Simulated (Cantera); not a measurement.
A Cantera script and its output.

```python
import numpy as np
import cantera as ct

gas = ct.Solution("gri30.yaml")
gas.TPX = 925, 2666, {'H2': 0.09, 'O2': 1}
reactor = ct.IdealGasConstPressureReactor(gas, energy="off", clone=False)
net = ct.ReactorNet([reactor])
net.rtol, net.atol = 1e-08, 1e-18
show = ['H2', 'O2', 'H', 'OH', 'H2O', 'O']
times = np.geomspace(6e-05, 60, 12)

steps = ct.SolutionArray(gas, extra=["t"])
rows = []
print(f"{'t/s':>10s}{'T/K':>9s}{'P/Pa':>11s}" + "".join(f"{s:>11s}" for s in show))
for t in times:
    while net.time < t:
        t_next = net.step()
        steps.append(gas.state, t=t_next)
    rows.append([np.interp(t, steps.t, y) for y in (steps.T, steps.P, *steps(*show).X.T)])
    print(f"{t:10.3e}{rows[-1][0]:9.1f}{rows[-1][1]:11.4g}" + "".join(f"{x:11.3e}" for x in rows[-1][2:]))
rate = np.gradient(steps.T, steps.t)
print("integrator steps:", len(steps.t))
if steps.T.max() > steps.T[0] + 200:
    print(f"time of steepest temperature rise: {steps.t[rate.argmax()]:.4e} s")
gas.TPX = 925, 2666, {'H2': 0.09, 'O2': 1}
gas.equilibrate("TP")
print(f"equilibrium (TP): T = {gas.T:.1f} K  " + "  ".join(f"{s} {gas[s].X[0]:.3e}" for s in show))
```

Output:

```
       t/s      T/K       P/Pa         H2         O2          H         OH        H2O          O
 6.000e-05    925.0       2666  8.257e-02  9.174e-01  8.383e-12  1.367e-12  8.920e-13  1.954e-12
 2.107e-04    925.0       2666  8.257e-02  9.174e-01  3.368e-11  9.582e-12  2.257e-11  2.085e-11
 7.397e-04    925.0       2666  8.257e-02  9.174e-01  5.754e-10  1.971e-10  1.043e-09  5.302e-10
 2.597e-03    925.0       2666  8.256e-02  9.174e-01  4.982e-06  1.727e-06  1.021e-05  4.696e-06
 9.119e-03    925.0       2666  2.326e-03  9.098e-01  1.563e-03  9.777e-04  8.216e-02  3.105e-03
 3.202e-02    925.0       2666  2.255e-04  9.136e-01  1.193e-05  1.197e-04  8.581e-02  1.888e-04
 1.124e-01    925.0       2666  3.562e-05  9.138e-01  4.654e-07  3.862e-05  8.607e-02  2.225e-05
 3.948e-01    925.0       2666  3.962e-06  9.139e-01  2.170e-08  1.450e-05  8.611e-02  2.813e-06
 1.386e+00    925.0       2666  2.437e-07  9.139e-01  1.076e-09  5.552e-06  8.612e-02  3.867e-07
 4.867e+00    925.0       2666  8.963e-09  9.139e-01  7.837e-11  2.349e-06  8.612e-02  6.922e-08
 1.709e+01    925.0       2666  9.544e-10  9.139e-01  8.447e-12  1.116e-06  8.612e-02  1.578e-08
 6.000e+01    925.0       2666  2.176e-10  9.139e-01  1.089e-12  5.629e-07  8.612e-02  4.036e-09
integrator steps: 1540
equilibrium (TP): T = 925.0 K  H2 4.339e-12  O2 9.139e-01  H 3.344e-15  OH 7.847e-08  H2O 8.612e-02  O 7.895e-11
```

Detailed kinetics in Cantera: GRI-Mech 3.0 (53 species, 325 reactions). Radical loss at walls, strong at low pressure, is not modelled. Below about 950 K walls govern HO2 and H2O2 in real vessels. The temperature is held fixed by assumption; the heat of reaction is taken as removed at once.
